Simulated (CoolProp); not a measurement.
C3F8 (R218) along the isotherm 363.1 K: Z from the reference equation and from simpler models built on Tc = 345.0 K, pc = 26.40 bar, ω = 0.317; each cubic takes its own stable root.

The numbers come from the reference Helmholtz-energy equation of state, Lemmon 2006 in CoolProp. It is a short technical equation, of lower accuracy than the large ones.

```json
[
 {"p (bar)": "0.825", "phase": "gas", "reference": "0.9914", "Pitzer virial": "0.9909", "van der Waals": "0.9918", "Redlich-Kwong": "0.9908", "Soave-Redlich-Kwong": "0.9911", "Peng-Robinson": "0.9899"},
 {"p (bar)": "1.65", "phase": "gas", "reference": "0.9828", "Pitzer virial": "0.9818", "van der Waals": "0.9834", "Redlich-Kwong": "0.9814", "Soave-Redlich-Kwong": "0.9820", "Peng-Robinson": "0.9798"},
 {"p (bar)": "2.48", "phase": "gas", "reference": "0.9739", "Pitzer virial": "0.9727", "van der Waals": "0.9749", "Redlich-Kwong": "0.9719", "Soave-Redlich-Kwong": "0.9729", "Peng-Robinson": "0.9695"},
 {"p (bar)": "3.3", "phase": "gas", "reference": "0.9650", "Pitzer virial": "0.9637", "van der Waals": "0.9663", "Redlich-Kwong": "0.9625", "Soave-Redlich-Kwong": "0.9637", "Peng-Robinson": "0.9592"},
 {"p (bar)": "4.13", "phase": "gas", "reference": "0.9559", "Pitzer virial": "0.9545", "van der Waals": "0.9576", "Redlich-Kwong": "0.9528", "Soave-Redlich-Kwong": "0.9543", "Peng-Robinson": "0.9487"},
 {"p (bar)": "4.95", "phase": "gas", "reference": "0.9467", "Pitzer virial": "0.9455", "van der Waals": "0.9488", "Redlich-Kwong": "0.9430", "Soave-Redlich-Kwong": "0.9450", "Peng-Robinson": "0.9383"},
 {"p (bar)": "5.78", "phase": "gas", "reference": "0.9372", "Pitzer virial": "0.9364", "van der Waals": "0.9397", "Redlich-Kwong": "0.9331", "Soave-Redlich-Kwong": "0.9354", "Peng-Robinson": "0.9276"},
 {"p (bar)": "6.6", "phase": "gas", "reference": "0.9277", "Pitzer virial": "0.9274", "van der Waals": "0.9306", "Redlich-Kwong": "0.9231", "Soave-Redlich-Kwong": "0.9258", "Peng-Robinson": "0.9170"},
 {"p (bar)": "7.43", "phase": "gas", "reference": "0.9180", "Pitzer virial": "0.9182", "van der Waals": "0.9213", "Redlich-Kwong": "0.9129", "Soave-Redlich-Kwong": "0.9160", "Peng-Robinson": "0.9061"},
 {"p (bar)": "8.25", "phase": "gas", "reference": "0.9081", "Pitzer virial": "0.9092", "van der Waals": "0.9119", "Redlich-Kwong": "0.9027", "Soave-Redlich-Kwong": "0.9062", "Peng-Robinson": "0.8952"},
 {"p (bar)": "9.08", "phase": "gas", "reference": "0.8980", "Pitzer virial": "0.9001", "van der Waals": "0.9022", "Redlich-Kwong": "0.8922", "Soave-Redlich-Kwong": "0.8961", "Peng-Robinson": "0.8841"},
 {"p (bar)": "9.9", "phase": "gas", "reference": "0.8878", "Pitzer virial": "0.8910", "van der Waals": "0.8925", "Redlich-Kwong": "0.8817", "Soave-Redlich-Kwong": "0.8860", "Peng-Robinson": "0.8731"},
 {"p (bar)": "10.7", "phase": "gas", "reference": "0.8777", "Pitzer virial": "0.8822", "van der Waals": "0.8828", "Redlich-Kwong": "0.8713", "Soave-Redlich-Kwong": "0.8760", "Peng-Robinson": "0.8621"},
 {"p (bar)": "11.6", "phase": "gas", "reference": "0.8661", "Pitzer virial": "0.8723", "van der Waals": "0.8717", "Redlich-Kwong": "0.8594", "Soave-Redlich-Kwong": "0.8647", "Peng-Robinson": "0.8497"},
 {"p (bar)": "12.4", "phase": "gas", "reference": "0.8555", "Pitzer virial": "0.8635", "van der Waals": "0.8616", "Redlich-Kwong": "0.8486", "Soave-Redlich-Kwong": "0.8544", "Peng-Robinson": "0.8385"},
 {"p (bar)": "13.2", "phase": "gas", "reference": "0.8448", "Pitzer virial": "0.8547", "van der Waals": "0.8513", "Redlich-Kwong": "0.8376", "Soave-Redlich-Kwong": "0.8440", "Peng-Robinson": "0.8271"}
]
```
